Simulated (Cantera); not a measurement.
Input: 1 mol CH₂F₂, a varied amount of F₂, 0.024 mol Si, equilibrated at 1925 K and 0.100 bar.

Method: chemical equilibrium by Gibbs-energy minimisation in Cantera with the NASA 1993 tables (ideal gas, pure condensed phases). Candidate condensed phases: C, C₆H₆, C₇H₈, C₈H₁₈, Si, SiC; 113 gas species. Gases not in the tables: C₂F₆ and larger saturated fluorocarbons. Kinetics and transport are ignored.

log p: log10 of the partial pressure in bar; n: condensed amount in mol.

```json
[
 {"n(F₂) (mol)": "0.28", "log p HF": "-1.03", "log p CF₄": "-2.29", "log p F": "-3.84", "log p SiF₄": "-2.95", "log p CF₂": "-3.38", "n C(graphite)": "0.880"},
 {"n(F₂) (mol)": "0.38", "log p HF": "-1.04", "log p CF₄": "[?]", "log p F": "-3.80", "log p SiF₄": "-2.96", "log p CF₂": "[?]", "n C(graphite)": "0.829"},
 {"n(F₂) (mol)": "0.53", "log p HF": "-1.06", "log p CF₄": "-1.99", "log p F": "-3.77", "log p SiF₄": "-2.98", "log p CF₂": "-3.23", "n C(graphite)": "0.753"},
 {"n(F₂) (mol)": "0.73", "log p HF": "-1.07", "log p CF₄": "[?]", "log p F": "-3.73", "log p SiF₄": "-3.00", "log p CF₂": "[?]", "n C(graphite)": "[?]"},
 {"n(F₂) (mol)": "1", "log p HF": "-1.10", "log p CF₄": "-1.73", "log p F": "-3.70", "log p SiF₄": "-3.02", "log p CF₂": "-3.10", "n C(graphite)": "0.515"},
 {"n(F₂) (mol)": "1.4", "log p HF": "-1.13", "log p CF₄": "-1.61", "log p F": "-3.67", "log p SiF₄": "-3.05", "log p CF₂": "-3.04", "n C(graphite)": "0.312"},
 {"n(F₂) (mol)": "2", "log p HF": "-1.18", "log p CF₄": "-1.50", "log p F": "-3.64", "log p SiF₄": "-3.10", "log p CF₂": "-2.98", "n C(graphite)": "0.00900"},
 {"n(F₂) (mol)": "2.7", "log p HF": "-1.34", "log p CF₄": "-1.64", "log p F": "-1.52", "log p SiF₄": "-3.26", "log p CF₂": "-7.37", "n C(graphite)": "0"}
]
```

Q: Fill in the missing entries.

A: 
- 0.38, log p CF₄: -2.14
- 0.38, log p CF₂: -3.30
- 0.73, log p CF₄: -1.86
- 0.73, log p CF₂: -3.16
- 0.73, n C(graphite): 0.651
